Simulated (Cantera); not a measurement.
Charge: 1 mol CaO, 1.3 mol HF, 1.6 mol O2, equilibrated at 1648.15 K.

Method: chemical equilibrium by Gibbs-energy minimisation in Cantera with the NASA 1993 tables (ideal gas, pure condensed phases). Candidate condensed phases: Ca, CaF2, CaO, Ca(OH)2, H2O; 29 gas species. Mutual solubility and eutectic melting of coexisting phases are not modelled. Equilibrium is a limit: real reactors are often held back by kinetics, nucleation or transport.

x: gas mole fraction; n: condensed amount in mol.

| P (Pa) | x O2 | x HF | x H2O | x CaF2 | x O | x OH | n CaO(s) | n CaF2(s) |
|---|---|---|---|---|---|---|---|---|
| 1 | 0.546 | 0.339 | 0.0513 | 0.0538 | 0.00592 | 0.00409 | 0.843 | 0 |
| 5.20 | 0.549 | 0.340 | 0.0521 | 0.0536 | ? | ? | 0.844 | 0 |
| 27 | 0.550 | 0.341 | 0.0525 | 0.0534 | 0.00114 | 0.00182 | 0.845 | 0 |
| 140 | 0.583 | 0.304 | 0.0842 | 0.0265 | 0.000518 | 0.00155 | 0.767 | 0.161 |
| 720 | 0.640 | 0.188 | 0.165 | 0.00515 | 0.000239 | 0.00148 | 0.585 | 0.402 |
| 3700 | 0.675 | ? | ? | ? | ? | ? | ? | ? |
| 19000 | 0.694 | 0.0458 | 0.259 | 0.000195 | 4.85e-5 | 0.000832 | 0.403 | 0.597 |
| 100000 | 0.704 | 0.0206 | 0.275 | 3.71e-5 | 2.13e-5 | 0.000568 | 0.373 | 0.627 |

Question: Fill in the missing entries.

Answer: 
- 5.20, x O: 0.00261
- 5.20, x OH: 0.00273
- 3700, x HF: 0.0968
- 3700, x H2O: 0.226
- 3700, x CaF2: 0.00100
- 3700, x O: 0.000108
- 3700, x OH: 0.00116
- 3700, n CaO(s): 0.465
- 3700, n CaF2(s): 0.533
